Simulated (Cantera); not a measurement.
A Cantera script and what it prints.

```python
import numpy as np
import cantera as ct

gas_names = """
    B BH BH2 BH3 BN B2 H H2 N NH NH2 NH3 N2 N2H2 N2H4
""".split()
cond_names = """
    B(b) B(L) BN(s)
""".split()


def load(file, names, dense=False):
    # The tables refer to 1 bar. Condensed volumes are neglected.
    table = {s.name: s for s in ct.Species.list_from_file(file)}
    out = []
    for n in names:
        d = dict(table[n].input_data)
        d["thermo"] = dict(d["thermo"], **{"reference-pressure": 1e5})
        if dense:
            d["equation-of-state"] = {"model": "constant-volume", "density": "1e6 g/cm^3"}
        out.append(ct.Species.from_dict(d))
    return out


gas = ct.Solution(thermo="ideal-gas", species=load("nasa_gas.yaml", gas_names))
cond = {s.name: ct.Solution(thermo="fixed-stoichiometry", species=[s], name=s.name)
        for s in load("nasa_condensed.yaml", cond_names, dense=True)}
atoms = {
    'borazine': {'B': 3, 'N': 3, 'H': 6},
    'H2': {'H': 2},
    'N2': {'N': 2},
}
top_T = {'BN(s)': 3200}  # K; cautious upper limits of use, not melting points


def equilibrate(T, P, feed):
    n = {}
    for name, mol in feed.items():
        for a, k in atoms[name].items():
            n[a] = n.get(a, 0.0) + k * mol
    gas.TPX = T, P, n
    mass = sum(n.values()) * gas.mean_molecular_weight
    gas.equilibrate("TP")
    valid = [c for c in cond.values() if c.min_temp <= T <= top_T.get(c.name, c.max_temp)]
    mix = ct.Mixture([(gas, mass / gas.mean_molecular_weight)] + [(c, 0.0) for c in valid])
    mix.T, mix.P = T, P
    mix.equilibrate("TP", solver="vcs", rtol=1e-11, max_steps=5000)
    return mix


results = []
feed = {'borazine': 1, 'H2': 18, 'N2': 0.12}  # mol
T = 1400  # K
P = 53  # Pa
mix = equilibrate(T, P, feed)
results.append((T, P, feed, dict(zip(mix.species_names, mix.species_moles))))
print(gas.report(threshold=0.0001))
for i in range(1, mix.n_phases):
    print(f"{mix.phase(i).name:16s} {mix.phase_moles(i):12.5e} mol")
```

Result:

```
       temperature   1400 K
          pressure   53 Pa
           density   9.8507e-06 kg/m^3
  mean mol. weight   2.1635 kg/kmol
   phase of matter   gas

                          1 kg             1 kmol
                     ---------------   ---------------
          enthalpy        1.5333e+07        3.3172e+07  J
   internal energy        9.9523e+06        2.1532e+07  J
           entropy        1.1095e+05        2.4005e+05  J/K
    Gibbs function          -1.4e+08       -3.0289e+08  J
 heat capacity c_p             14774             31963  J/K
 heat capacity c_v             10931             23648  J/K

                      mass frac. Y      mole frac. X     chem. pot. / RT
                     ---------------   ---------------   ---------------
                 H        9.8148e-05        0.00021066           -12.976
                H2           0.92634           0.99411           -25.953
                N2          0.073564         0.0056812           -38.516
     [  +12 minor]        2.2749e-07        3.7196e-08

B(b)              0.00000e+00 mol
BN(s)             3.00000e+00 mol
```

Cantera equilibrium calculation (NASA polynomials, part measured and part estimated; ideal gas, pure solids and liquids). The feed counts by its element totals alone.
